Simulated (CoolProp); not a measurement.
Vapour-liquid equilibrium of n-octane (1) + ethylbenzene (2) at 0.0914 bar; x and y are mole fractions of (1).

Model: multi-fluid Helmholtz-energy mixture model, Beckmüller 2019 and Zhou 2012; pair parameters Bell 2016, in CoolProp.

### Question
Give the bubble temperature and the first vapour's composition at x = 0.05, 0.2, 0.8. Is there an azeotrope?

### Answer
x = 0.05: 63.9 °C, y = 0.090; x = 0.2: 61.5 °C, y = 0.299; x = 0.8: 57.2 °C, y = 0.824. No azeotrope shows between x = 0.05 and 0.95.

Pair parameters are fitted to limited data, so mixtures are less certain than the pure fluids.
